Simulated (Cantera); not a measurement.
A freely propagating, adiabatic, planar premixed flame of 35.1 % H2, 13.5 % O2, 51.3 % N2, unburnt at 450 K and 5.00 bar; multicomponent transport, grid criteria slope 0.08 and curve 0.16, no radiation.

Detailed kinetics in Cantera: the H2/O2 subset of GRI-Mech 3.0, which has no nitrogen chemistry. The hydrogen kinetics of GRI-Mech 3.0 are dated; newer H2 mechanisms differ, most at raised pressure. Burning velocities carry a grid error of a few per cent, more on coarse grids.

Task: Predict: laminar burning velocity; thermal thickness; peak x(HO2); peak x(H); peak x(OH).

Result: 
* **laminar burning velocity**: 514 cm/s
* **thermal thickness**: 0.0503 mm
* **peak x(HO2)**: 0.00111
* **peak x(H)**: 0.0432
* **peak x(OH)**: 0.0124
